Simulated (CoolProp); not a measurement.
Vapour-liquid equilibrium of benzene (1) + n-dodecane (2) at 361.1 K; x and y are mole fractions of (1).

Model: multi-fluid Helmholtz-energy mixture model, Thol 2012 and Lemmon 2004; pair parameters Bell 2016, in CoolProp.

```json
[
 {"x": "0.05", "bubble pressure (MPa)": "?", "y at the bubble point": "?", "dew pressure at overall composition x (MPa)": "0.001176", "liquid density (mol/L)": "4.243"},
 {"x": "0.125", "bubble pressure (MPa)": "0.01571", "y at the bubble point": "0.937", "dew pressure at overall composition x (MPa)": "0.001276", "liquid density (mol/L)": "4.467"},
 {"x": "0.2", "bubble pressure (MPa)": "0.02591", "y at the bubble point": "0.965", "dew pressure at overall composition x (MPa)": "0.001394", "liquid density (mol/L)": "4.711"},
 {"x": "0.275", "bubble pressure (MPa)": "0.03648", "y at the bubble point": "?", "dew pressure at overall composition x (MPa)": "0.001537", "liquid density (mol/L)": "4.980"},
 {"x": "0.35", "bubble pressure (MPa)": "0.04697", "y at the bubble point": "0.984", "dew pressure at overall composition x (MPa)": "0.001711", "liquid density (mol/L)": "5.276"},
 {"x": "0.425", "bubble pressure (MPa)": "0.05712", "y at the bubble point": "0.988", "dew pressure at overall composition x (MPa)": "0.001931", "liquid density (mol/L)": "5.606"},
 {"x": "0.5", "bubble pressure (MPa)": "0.06680", "y at the bubble point": "0.991", "dew pressure at overall composition x (MPa)": "0.002215", "liquid density (mol/L)": "5.973"},
 {"x": "0.575", "bubble pressure (MPa)": "0.07606", "y at the bubble point": "0.993", "dew pressure at overall composition x (MPa)": "0.002597", "liquid density (mol/L)": "6.388"},
 {"x": "0.65", "bubble pressure (MPa)": "0.08504", "y at the bubble point": "?", "dew pressure at overall composition x (MPa)": "0.003139", "liquid density (mol/L)": "6.858"},
 {"x": "0.725", "bubble pressure (MPa)": "?", "y at the bubble point": "0.996", "dew pressure at overall composition x (MPa)": "0.003965", "liquid density (mol/L)": "7.397"},
 {"x": "0.8", "bubble pressure (MPa)": "0.1029", "y at the bubble point": "0.997", "dew pressure at overall composition x (MPa)": "0.005385", "liquid density (mol/L)": "8.021"},
 {"x": "0.875", "bubble pressure (MPa)": "0.1121", "y at the bubble point": "0.998", "dew pressure at overall composition x (MPa)": "0.008394", "liquid density (mol/L)": "8.752"},
 {"x": "0.95", "bubble pressure (MPa)": "?", "y at the bubble point": "0.999", "dew pressure at overall composition x (MPa)": "?", "liquid density (mol/L)": "?"}
]
```

### Question
Fill in the missing entries.

### Answer

- 0.05, bubble pressure (MPa): 0.006451
- 0.05, y at the bubble point: 0.835
- 0.275, y at the bubble point: 0.978
- 0.65, y at the bubble point: 0.995
- 0.725, bubble pressure (MPa): 0.09391
- 0.95, bubble pressure (MPa): 0.1218
- 0.95, dew pressure at overall composition x (MPa): 0.01914
- 0.95, liquid density (mol/L): 9.622

No azeotrope shows between x = 0.05 and 0.95.

Pair parameters are fitted to limited data, so mixtures are less certain than the pure fluids. The gap from Raoult's law changes sign with composition, which may be real or a fault of the pair parameters; it wasn't checked against measurements.
